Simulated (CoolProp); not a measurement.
Vapour-liquid equilibrium of CH2F2 (R32) (1) + propylene (2) at 320.1 K; x and y are mole fractions of (1).

Values from CoolProp's multi-fluid Helmholtz-energy mixture model, Tillner-Roth 1997 and Lemmon 2013; pair parameters Bell 2016.

```json
[
 {"x": "0.05", "bubble pressure, mixture model (bar)": "21.34", "bubble pressure, Raoult's law (bar)": "19.73", "y, mixture model": "?", "y, Raoult's law": "0.074"},
 {"x": "0.2", "bubble pressure, mixture model (bar)": "26.29", "bubble pressure, Raoult's law (bar)": "21.24", "y, mixture model": "0.321", "y, Raoult's law": "0.276"},
 {"x": "0.35", "bubble pressure, mixture model (bar)": "?", "bubble pressure, Raoult's law (bar)": "22.74", "y, mixture model": "?", "y, Raoult's law": "0.450"},
 {"x": "0.5", "bubble pressure, mixture model (bar)": "31.75", "bubble pressure, Raoult's law (bar)": "24.25", "y, mixture model": "?", "y, Raoult's law": "0.603"},
 {"x": "0.65", "bubble pressure, mixture model (bar)": "32.77", "bubble pressure, Raoult's law (bar)": "25.75", "y, mixture model": "0.665", "y, Raoult's law": "0.739"},
 {"x": "0.8", "bubble pressure, mixture model (bar)": "?", "bubble pressure, Raoult's law (bar)": "27.26", "y, mixture model": "?", "y, Raoult's law": "0.859"},
 {"x": "0.95", "bubble pressure, mixture model (bar)": "30.54", "bubble pressure, Raoult's law (bar)": "28.76", "y, mixture model": "?", "y, Raoult's law": "0.967"}
]
```

Task: Complete the blanks.

Result: 
- 0.05, y, mixture model: 0.110
- 0.35, bubble pressure, mixture model (bar): 29.63
- 0.35, y, mixture model: 0.455
- 0.5, y, mixture model: 0.563
- 0.8, bubble pressure, mixture model (bar): 32.55
- 0.8, y, mixture model: 0.778
- 0.95, y, mixture model: 0.929

The largest gap from Raoult's law is +30.9 % in bubble pressure, at x = 0.5. y crosses x between x = 0.65 and 0.8: the model has an azeotrope there.

Pair parameters are fitted to limited data, so mixtures are less certain than the pure fluids.
